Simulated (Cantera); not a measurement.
A Cantera script and what it prints.

```python
import numpy as np
import cantera as ct

gas_names = [...]  # 123 gases of nasa_gas.yaml made of C, H, O, Si
cond_names = """
    C(gr) C6H6(L) C7H8(L) C8H18(L),n-octa H2O(s) H2O(L) Si(cr) Si(L) SiC(b) SiO2(Lqz) SiO2(hqz) SiO2(L)
""".split()


# ... load() reads the species with a 1 bar reference pressure and builds the phases ...
atoms = {
    'SiC': {'Si': 1, 'C': 1},
    'H2O': {'H': 2, 'O': 1},
    'H2': {'H': 2},
    'CO2': {'C': 1, 'O': 2},
}
top_T = {'C(gr)': 4500, 'SiC(b)': 3050}  # K; cautious upper limits of use, not melting points


# ... equilibrate(T, P, feed) seeds the gas with the atoms and calls Mixture.equilibrate('TP', solver="vcs", rtol=1e-11, max_steps=5000) ...
results = []
T = 900  # K
P = 320000  # Pa
for m in [0.46, 0.78, 1.1, 1.4, 1.7, 2.1, 2.4, 2.7, 3, 3.3, 3.7, 4, 4.3]:
    feed = {'SiC': 1, 'H2O': 0.023, 'H2': 640, 'CO2': m}  # mol
    mix = equilibrate(T, P, feed)
    results.append((T, P, feed, dict(zip(mix.species_names, mix.species_moles))))

top = {s: max(r[3][s] / sum(r[3][g] for g in gas_names) for r in results) for s in gas_names}
cols = sorted((s for s in top if top[s] > 0.0001), key=lambda s: -top[s])[:6]
seen = [c for c in cond_names if any(r[3].get(c, 0) > 1e-12 for r in results)]
print("log10 of partial pressures in bar; condensed amounts in mol")
print(f"{'n(CO2)':>10s}" + "".join(f"{s[:9]:>10s}" for s in cols + seen))
for T, P, feed, n in results:
    ng = sum(n[g] for g in gas_names)
    print(f"{feed['CO2']:10.4g}" + "".join(f"{np.log10(max(n[s] / ng * P / 1e5, 1e-99)):10.3f}" for s in cols)
          + "".join(f"{n.get(c, 0):10.4g}" for c in seen))
```

It prints:

```
log10 of partial pressures in bar; condensed amounts in mol
    n(CO2)        H2       H2O       CH4    SiC(b) SiO2(hqz)
      0.46     0.505    -9.199    -2.331    0.5284    0.4715
      0.78     0.504    -9.085    -2.104    0.2085    0.7915
       1.1     0.504    -2.952    -1.977         0         1
       1.4     0.503    -2.384    -1.919         0         1
       1.7     0.502    -2.146    -1.868         0         1
       2.1     0.502    -1.952    -1.808         0         1
       2.4     0.501    -1.848    -1.768         0         1
       2.7     0.500    -1.764    -1.731         0         1
         3     0.500    -1.694    -1.697         0         1
       3.3     0.499    -1.634    -1.665         0         1
       3.7     0.498    -1.564    -1.626         0         1
         4     0.498    -1.518    -1.599         0         1
       4.3     0.497    -1.477    -1.574         0         1
```

These are equilibrium values from Cantera (NASA tables, ideal gas, pure condensed phases), not measurements of a reactor.
